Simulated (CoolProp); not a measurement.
Vapour-liquid equilibrium of ethane (1) + hydrogen chloride (2) at 503 kPa; x and y are mole fractions of (1).

The numbers come from the multi-fluid Helmholtz-energy mixture model, Bücker 2006 and Thol 2018; pair parameters Bell 2016 in CoolProp.

```csv
x,bubble temperature (K),y at the bubble point,dew temperature at overall composition x (K),liquid density (mol/L)
0.05,218.7,0.154,220.9,29.10
0.15,215.1,0.319,218.8,27.16
0.25,213.6,0.399,216.6,25.34
0.35,212.9,0.448,214.5,23.70
0.45,212.6,0.486,212.9,22.24
0.55,212.6,0.523,212.7,20.96
0.65,212.9,0.569,213.9,19.82
0.75,213.7,0.631,215.7,18.79
0.85,215.2,0.726,217.6,17.84
0.95,218.3,0.882,219.6,16.93
```

y crosses x between x = 0.45 and 0.55: the model has an azeotrope there.

The pair parameters rest on a limited set of measurements; away from them the model extrapolates.
